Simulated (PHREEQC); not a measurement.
0.037 g of hydrous ferric oxide (600 m²/g; 0.2 weak and 0.005 strong sites per Fe, Dzombak-Morel constants, diffuse double layer) in 1 kg of water with 0.3 mol/kgw of an inert sodium salt and 0.013 mmol/kgw MnCl2, at 25 °C; the pH is set by adding NaOH or the inert anion's acid. No oxygen is let in. No CO2 enters from the air. Precipitation was switched off in this run.

The series has 13 steps of pH, from 4 to 12.

Model: ion-association model, wateq4f.dat, run in PHREEQC.

Problem. Near which pH is half of the Mn sorbed, and on which side is more sorbed?

Solution. Near pH 8.2, with more sorbed at higher pH.
